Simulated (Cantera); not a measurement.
An adiabatic, constant-volume homogeneous reactor starts with CH4 : O2 : N2 : H2O = 1 : 3.08 : 11.6 : 0.88 (molar parts), at 1725 K and 1050 Torr.

Computed with Cantera and GRI-Mech 3.0 (53 species, 325 reactions).

Question: Predict: time of steepest temperature rise; temperature at 0.600 s; equilibrium temperature; x(O2) at 0.600 s; x(H2O) at 0.600 s; x(HO2) at 0.600 s.

Answer: 
```
Quantity                                                             Value
---------------------------------  ---------------------------------------
time of steepest temperature rise                                 0.125 ms
temperature at 0.600 s                                              2770 K
equilibrium temperature                                             2770 K
x(O2) at 0.600 s                     0.0584 (gas-phase equilibrium 0.0584)
x(H2O) at 0.600 s                      0.148 (gas-phase equilibrium 0.148)
x(HO2) at 0.600 s                  1.55e-5 (gas-phase equilibrium 1.55e-5)
```
